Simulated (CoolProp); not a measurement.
200 sccm (0 °C, 1 atm) of nitrogen bubbles through liquid the fluoroketone C6F12O (FK-5-1-12) at 291.9 K and leaves saturated at a total pressure of 0.15 MPa (ideal gas phase). Each further row changes one setting.

Computed with CoolProp (reference Helmholtz-energy equation of state, McLinden 2015).

```tsv
case	vapour pressure (kPa)	mole fraction of vapour	delivery (mg/min)	delivery (sccm)	change of delivery for a bath 1 K warmer (%)
as stated	30.8	0.206	…	51.8	5.8
bath temperature 296.9 K	38.3	…	…	…	…
total pressure 0.3 MPa	30.8	0.103	323	…	…
```

Problem. Fill in the missing entries.

Solution. 
- as stated, delivery (mg/min): 730
- bath temperature 296.9 K, mole fraction of vapour: 0.255
- bath temperature 296.9 K, delivery (mg/min): 968
- bath temperature 296.9 K, delivery (sccm): 68.6
- bath temperature 296.9 K, change of delivery for a bath 1 K warmer (%): 5.9
- total pressure 0.3 MPa, delivery (sccm): 22.9
- total pressure 0.3 MPa, change of delivery for a bath 1 K warmer (%): 5.1
